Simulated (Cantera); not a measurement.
Mixture: 8.62 % CH4, 0.302 % C2H6, 0.285 % C3H8, 17.9 % O2, 67.4 % N2, 5.43 % H2, at 2.80 bar, adiabatic and at constant pressure. Ignition delay is the time to a rise of 400 K.

Model: GRI-Mech 3.0 (53 species, 325 reactions), integrated in Cantera.

### Question
Predict: delay at 1250 K; delay at 1350 K; delay at 1450 K; delay at 1550 K; delay at 1650 K; delay at 1750 K; apparent activation energy between 1550 and 1750 K.

### Answer
```json
{
 "delay at 1250 K": "0.476 ms",
 "delay at 1350 K": "0.205 ms",
 "delay at 1450 K": "92.3 µs",
 "delay at 1550 K": "44.5 µs",
 "delay at 1650 K": "23.4 µs",
 "delay at 1750 K": "13.6 µs",
 "apparent activation energy between 1550 and 1750 K": "130 kJ/mol"
}
```
